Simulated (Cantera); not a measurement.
A closed system holds: 1 mol SiH4, 2.5 mol N2, at 0.100 bar.

Equilibrium computed with Cantera from the NASA thermochemical tables; the gas is ideal and each condensed phase is pure. Candidate condensed phases: Si, Si3N4; 18 gas species. Gases not in the tables: Si2H6 and higher silanes. Kinetics and transport are ignored.

Over these rows the condensed part is Si3N4(s). Partial pressures as log10 of bar:

| T (K) | 1000/T (1/K) | log p Si | log p H2 | log p N2 |
|---|---|---|---|---|
| 1500 | 0.6667 | -9.98 | -1.28 | -1.32 |
| 1575 | 0.6349 | -8.84 | -1.28 | -1.32 |
| 1650 | 0.6061 | ? | -1.28 | -1.32 |
| 1725 | 0.5797 | -6.85 | -1.28 | -1.32 |
| 1800 | 0.5556 | -5.99 | -1.28 | -1.32 |
| 1875 | 0.5333 | -5.19 | -1.28 | -1.32 |

Fit log p(Si) = a + b·(1000/T) to the five rows, give the apparent enthalpy, and predict the row at 1650 K.

Means: 1000/T = 0.5940, log p = -7.370. Sxy = -0.442624, Sxx = 0.0123216, so b = -35.92 and a = -7.370 − (-35.92)×0.5940 = 13.97.
Apparent enthalpy: −19.145 × (-35.92) = 688 kJ/mol. With the condensed phases at unit activity, 1/3 Si3N4(s) = Si(g) + 2/3 N2(g) links this pressure to the main gases: over the six rows their terms move log p by +0.00 in all, so the slope is close to that reaction's ΔH°. The five rows lie within 0.01 of the line.
Prediction at 1650 K: 13.97 + (-35.92)×0.6061 = -7.80. The computed value is -7.80, 0.00 from the line.
